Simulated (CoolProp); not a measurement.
Properties of fluorine along the isotherm 149.9 K.

Model: reference Helmholtz-energy equation of state, de Reuck 1990, in CoolProp.

```csv
p (bar),phase,density (kg/m³),Joule-Thomson coefficient (K/MPa),fugacity coefficient
9.36,gas,30.18,7.400,0.9484
18.7,gas,64.38,7.368,0.8969
28.1,gas,104.7,7.323,0.8454
37.4,gas,153.6,7.209,0.7946
46.8,gas,219.1,6.915,0.7429
56.1,supercritical,323.2,6.131,0.6904
65.5,supercritical,601.3,3.603,0.6328
74.9,supercritical,785.4,1.845,0.5761
84.2,supercritical,852.9,1.293,0.5305
93.6,supercritical,896.3,0.9938,0.4931
103,supercritical,928.6,0.7984,0.4624
112,supercritical,953.6,0.6620,0.4378
122,supercritical,976.9,0.5458,0.4148
131,supercritical,995.1,0.4622,0.3972
```
